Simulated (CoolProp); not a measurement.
Ammonia at 293.15 K and 6.78 MPa flows at 0.95 m/s in a round tube of 50 mm bore and 0.25 µm roughness, fully developed (64/Re and Nu = 3.66 if laminar; Colebrook and Gnielinski if turbulent). Each further row changes one setting.

Computed with CoolProp (reference Helmholtz-energy equation of state, Gao 2020).

```
case              Reynolds number  Darcy friction factor  pressure drop (Pa/m)  heat-transfer coefficient (W/(m² K))  mass flow (kg/h)
----------------  ---------------  ---------------------  --------------------  ------------------------------------  ----------------
as stated                  204000                 0.0156                  86.8                                  4780              4130
velocity 1.9 m/s           408000                 0.0137                   305                                  8470              8270
diameter 100 mm            408000                 0.0137                  38.0                                  4230             16500
```

Viscosity comes from a separate model (Fenghour 1995). Thermal conductivity comes from a separate model (Tufeu 1984).
